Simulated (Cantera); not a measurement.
Mixture: 3.09 % CH4, 3.71 % H2, 19.6 % O2, 73.6 % N2, equivalence ratio 0.41, at 23.7 atm, adiabatic and at constant pressure. Ignition delay is the time to a rise of 400 K.

Detailed kinetics in Cantera: GRI-Mech 3.0 (53 species, 325 reactions). The pressure lies above the range GRI-Mech 3.0 was tuned for (to about 10 atm). Below about 1000 K GRI-Mech 3.0 lacks low-temperature oxidation paths. Below about 950 K walls govern HO2 and H2O2 in real vessels.

Predict: delay at 873 K; delay at 923 K; delay at 973 K; delay at 1023 K; delay at 1073 K; delay at 1123 K; delay at 1173 K; apparent activation energy between 1073 and 1173 K.


| Quantity | Result |
|---|---|
| delay at 873 K | 0.340 s |
| delay at 923 K | 83.3 ms |
| delay at 973 K | 23.9 ms |
| delay at 1023 K | 7.75 ms |
| delay at 1073 K | 2.76 ms |
| delay at 1123 K | 1.06 ms |
| delay at 1173 K | 0.433 ms |
| apparent activation energy between 1073 and 1173 K | 190 kJ/mol |
